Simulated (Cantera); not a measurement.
Charge: 1 mol SiH4, 0.45 mol Cl2, 320 mol H2, equilibrated at 1250 °C and 1 atm.

Cantera equilibrium calculation (NASA polynomials, part measured and part estimated; ideal gas, pure solids and liquids). Candidate condensed phases: Si; 19 gas species. Kinetics and transport are ignored.

Base state: H2 0.997, HCl 0.00274, SiCl2 2.46e-5, H 2.29e-5 (mole fractions); condensed: Si(s).

### Question
What changes in the equilibrium state with this change: Cl2 from 0.45 to 0.6 mol?

### Answer
```tsv
species	before	after
H2	0.997	0.996
HCl	0.00274	0.00363
SiCl2	2.46e-5	4.32e-5
H	2.29e-5	2.29e-5
Si(s), mol	0.990	0.984
```
